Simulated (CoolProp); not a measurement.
The fluid at 447.05 K and 2.73 MPa (stagnation) flows isentropically through a choked orifice. The same conditions are run with several fluids, on thermodynamics alone (safety and materials aside).

Model: reference Helmholtz-energy equation of state of each fluid (neopentane: Lemmon 2006; R1224YDZ: Akasaka 2023; carbonyl sulfide: Lemmon 2006; R13: Platzer 1990; c-C4F8 (RC318): Platzer 1990), in CoolProp. The equations of Platzer and Polt are older, rougher fits.

Q: Rank neopentane, R1224YDZ, carbonyl sulfide, R13, c-C4F8 (RC318) by throat to inlet pressure ratio, highest first.

A: neopentane (0.642), R1224YDZ (0.631), c-C4F8 (RC318) (0.624), R13 (0.585), carbonyl sulfide (0.565)

```json
[
 {"fluid": "neopentane", "mass flux (kg/(m² s))": "8220", "throat temperature (K)": "430.0"},
 {"fluid": "R1224YDZ", "mass flux (kg/(m² s))": "11800", "throat temperature (K)": "427.8"},
 {"fluid": "carbonyl sulfide", "mass flux (kg/(m² s))": "7440", "throat temperature (K)": "400.2"},
 {"fluid": "R13", "mass flux (kg/(m² s))": "9350", "throat temperature (K)": "420.4"},
 {"fluid": "c-C4F8 (RC318)", "mass flux (kg/(m² s))": "13200", "throat temperature (K)": "433.6"}
]
```
